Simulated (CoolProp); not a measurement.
Values from CoolProp's reference Helmholtz-energy equation of state, Lemmon 2006. It is a short technical equation, of lower accuracy than the large ones.

For acetone, give the phase and the speed of sound (m/s), expansivity (1/kK), fugacity coefficient at 330.6 K and 23.2 MPa; 348.9 K and 23.2 MPa; 385.4 K and 23.2 MPa.


- 330.6 K and 23.2 MPa: liquid; speed of sound 1180, expansivity 1.28, fugacity coefficient 0.00825
- 348.9 K and 23.2 MPa: liquid; speed of sound 1110, expansivity 1.34, fugacity coefficient 0.0142
- 385.4 K and 23.2 MPa: liquid; speed of sound 982, expansivity 1.47, fugacity coefficient 0.0345
